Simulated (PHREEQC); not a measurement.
Consider water at 65 °C with 38 mmol/kgw HNO3 and 0.39 mmol/kgw ZnSO4. Closed to the air; pH follows from the charge balance.

Equilibrium calculation in PHREEQC: ion-association model, phreeqc.dat.

This is a speciation only: nothing precipitates in the calculation.

Q: Order these S species by the share of S that they hold, largest first: HSO4-, ZnSO4, SO4-2.

A: HSO4- (82 %), SO4-2 (17 %), ZnSO4 (0.45 %)

The pH is 1.49 and the ionic strength 0.0389 mol/kgw. Constants without temperature data keep their 25 °C values here.
